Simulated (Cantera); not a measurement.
Al + HCl + N₂ (aluminium and copper etching)

Input: 1 mol Al, 11 mol HCl, 0.31 mol N₂, held at 100 Torr.

These are equilibrium values from Cantera (NASA tables, ideal gas, pure condensed phases), not measurements of a reactor. Candidate condensed phases: Al, AlCl₃, AlN, NH₄Cl; 20 gas species. The tables' values for AlCl₂ are old estimates; treat these amounts as uncertain. The numbers say what is thermodynamically allowed, not how fast it happens.

| T (K) | x HCl | x H₂ | x AlCl₃ | x Al₂Cl₆ | x N₂ | x AlCl₂ | n NH₄Cl(s) |
|---|---|---|---|---|---|---|---|
| 425 | 0.873 | 0.0675 | 0.000110 | 0.0591 | 2.03e-6 | <1e-12 | 0.620 |
| 575 | 0.772 | 0.145 | 0.00906 | 0.0437 | 0.0299 | <1e-12 | 0 |
| 725 | 0.750 | 0.141 | 0.0677 | 0.0130 | 0.0290 | 4.20e-12 | 0 |
| 875 | 0.741 | 0.139 | 0.0910 | 0.000808 | 0.0287 | 2.11e-9 | 0 |
| 1025 | 0.740 | 0.139 | 0.0924 | 8.08e-5 | 0.0287 | 1.37e-7 | 0 |
| 1175 | 0.740 | 0.139 | 0.0925 | 1.48e-5 | 0.0287 | 2.98e-6 | 0 |
| 1325 | 0.740 | 0.139 | 0.0925 | 4.09e-6 | 0.0287 | 3.19e-5 | 0 |
| 1475 | 0.740 | 0.139 | 0.0923 | 1.50e-6 | 0.0287 | 0.000208 | 0 |
x: gas mole fraction; n: condensed amount in mol.

At 425 K the condensed part is NH₄Cl(s). From 575 K to 1475 K nothing is condensed. The main Al-bearing gas is Al₂Cl₆ at 425 K and AlCl₃ at 1475 K.
